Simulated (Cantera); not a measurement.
A perfectly stirred reactor is fed with 13.8 % H2, 7.17 % O2, 78.8 % N2, 0.234 % NO, at 750 Torr; it is adiabatic with a 675 K inlet, and is followed from long to short residence time, starting on the burning branch (τ in s: 0.46, 0.22, 0.1, 0.049, 0.023, 0.011, 0.0052, 0.0025, 0.0012, 0.00056, 0.00026, 0.00012, 5.9e-05).

Model: GRI-Mech 3.0 (53 species, 325 reactions), integrated in Cantera. The mechanism lacks 2 NO + O2 → 2 NO2 and HONO, so NO2 and the effect of NO are under-described below about 1400 K.

Task: Predict: blow-out, bracketed by the residence times tried; x(H2) at τ = 0.460 s; x(O2) at τ = 0.460 s; x(NO) at τ = 0.460 s; x(N2) at τ = 0.460 s; x(H2O2) at τ = 0.460 s; x(H2) at τ = 5.20 ms; x(O2) at τ = 5.20 ms; x(NO) at τ = 5.20 ms; x(N2) at τ = 5.20 ms; x(H2O2) at τ = 5.20 ms.

Result: 
```
Property                                                                          Result
------------------------------------------------  --------------------------------------
blow-out, bracketed by the residence times tried  burning at 59.0 µs, the shortest tried
x(H2) at τ = 0.460 s                                                            0.000802
x(O2) at τ = 0.460 s                                                             0.00349
x(NO) at τ = 0.460 s                                                             0.00222
x(N2) at τ = 0.460 s                                                               0.846
x(H2O2) at τ = 0.460 s                                                           4.23e-8
x(H2) at τ = 5.20 ms                                                             0.00709
x(O2) at τ = 5.20 ms                                                             0.00645
x(NO) at τ = 5.20 ms                                                             0.00237
x(N2) at τ = 5.20 ms                                                               0.841
x(H2O2) at τ = 5.20 ms                                                           3.37e-7
```
